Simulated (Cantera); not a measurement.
Charge: 1 mol SiH4, 0.33 mol N2O, a varied amount of N2, at 1748 K and 15.0 Torr.

Cantera equilibrium calculation (NASA polynomials, part measured and part estimated; ideal gas, pure solids and liquids). Candidate condensed phases: H2O, Si, SiO2, Si2N2O, Si3N4; 35 gas species. Mutual solubility and eutectic melting of coexisting phases are not modelled. The numbers say what is thermodynamically allowed, not how fast it happens.

**Question.** Which condensed phases are stable at each of these points (n(N2) (mol)): 4, 5.7, 8.1, 12, 16, 23, 33, 47, 67, 95, 140, 190?

**Answer.** 
| n(N2) (mol) | condensed phases | Si condensed (%) |
|---|---|---|
| 4 | Si2N2O(s) + Si3N4(s) | 97.3 |
| 5.7 | Si2N2O(s) + Si3N4(s) | 96.6 |
| 8.1 | Si2N2O(s) + Si3N4(s) | 95.7 |
| 12 | Si2N2O(s) + Si3N4(s) | 94.1 |
| 16 | Si2N2O(s) + Si3N4(s) | 92.5 |
| 23 | Si2N2O(s) + Si3N4(s) | 89.7 |
| 33 | Si2N2O(s) + Si3N4(s) | 85.6 |
| 47 | Si2N2O(s) + Si3N4(s) | 79.9 |
| 67 | Si2N2O(s) + Si3N4(s) | 71.8 |
| 95 | Si3N4(s) | 66.7 |
| 140 | Si3N4(s) | 66.6 |
| 190 | Si3N4(s) | 66.5 |

From 4 mol N2 to 67 mol N2 the condensed part is Si2N2O(s) + Si3N4(s). From 95 mol N2 to 190 mol N2 the condensed part is Si3N4(s).
